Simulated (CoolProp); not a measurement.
Vapour-liquid equilibrium of propylene (1) + benzene (2) at 287.7 K; x and y are mole fractions of (1).

Model: multi-fluid Helmholtz-energy mixture model, Lemmon 2013 and Thol 2012; pair parameters Bell 2016, in CoolProp.

```csv
x,"bubble pressure, mixture model (kPa)","bubble pressure, Raoult's law (kPa)","y, mixture model","y, Raoult's law"
0.05,[?],51.35,0.908,0.858
0.125,182.1,116.9,0.960,0.943
0.2,268.4,182.4,[?],0.966
0.275,343.2,247.9,[?],0.978
0.35,408.5,313.4,0.984,0.984
0.425,[?],379.0,0.987,0.988
0.5,518.8,444.5,0.989,0.991
0.575,567.7,510.0,0.990,0.994
0.65,615.0,575.5,0.992,0.995
0.725,662.7,641.1,[?],0.997
0.8,[?],706.6,0.995,0.998
0.875,768.4,772.1,0.996,0.999
0.95,832.1,837.6,0.998,1.000
```

What belongs in the gaps?


- 0.05, bubble pressure, mixture model (kPa): 82.41
- 0.2, y, mixture model: 0.973
- 0.275, y, mixture model: 0.980
- 0.425, bubble pressure, mixture model (kPa): 466.4
- 0.725, y, mixture model: 0.993
- 0.8, bubble pressure, mixture model (kPa): 713.0

The largest gap from Raoult's law is +60.5 % in bubble pressure, at x = 0.05. No azeotrope shows between x = 0.05 and 0.95.

The pair parameters rest on a limited set of measurements; away from them the model extrapolates. The gap from Raoult's law changes sign with composition, which may be real or a fault of the pair parameters; it wasn't checked against measurements. With so large a gap from Raoult's law the liquid may split in two, which this calculation doesn't test in full.
